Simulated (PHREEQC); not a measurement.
0.019 g of hydrous ferric oxide (600 m²/g; 0.2 weak and 0.005 strong sites per Fe, Dzombak-Morel constants, diffuse double layer) in 1 kg of water with 0.05 mol/kgw of an inert sodium salt and 1.3e-07 mol/kgw MnCl2, at 25 °C; the pH is set by adding NaOH or the inert anion's acid. No oxygen is let in. CO2 from the air is kept out. Precipitation was switched off in this run.

Base run: PHREEQC, ion-association model, wateq4f.dat. Each further column changes one thing. The table gives surface charge σ (C/m²).

| pH | base | background salt from 0.05 to 0.005 mol/kgw | oxide from 0.019 to 0.095 g/kgw | 0.00019 mol/kgw ZnCl2 added |
|---|---|---|---|---|
| 3 | 0.357 | (withheld) | 0.357 | 0.357 |
| 4 | 0.294 | 0.182 | 0.294 | 0.294 |
| 5 | 0.181 | (withheld) | 0.181 | 0.182 |
| 6 | 0.089 | (withheld) | 0.089 | 0.092 |
| 7 | 0.034 | 0.013 | 0.034 | (withheld) |
| 8 | 0.003 | 0.001 | 0.003 | (withheld) |
| 9 | -0.026 | (withheld) | -0.026 | (withheld) |

Problem. What belongs in the gaps?

Solution. 
- 3, background salt from 0.05 to 0.005 mol/kgw: 0.302
- 5, background salt from 0.05 to 0.005 mol/kgw: 0.090
- 6, background salt from 0.05 to 0.005 mol/kgw: 0.037
- 7, 0.00019 mol/kgw ZnCl2 added: 0.059
- 8, 0.00019 mol/kgw ZnCl2 added: 0.058
- 9, background salt from 0.05 to 0.005 mol/kgw: -0.009
- 9, 0.00019 mol/kgw ZnCl2 added: 0.035

The oxide is taken as insoluble; below pH 4 it would dissolve. In at least one series the solution becomes supersaturated in solids that the run did not let form, among them Zn(OH)2-a, Zn5(OH)8Cl2.
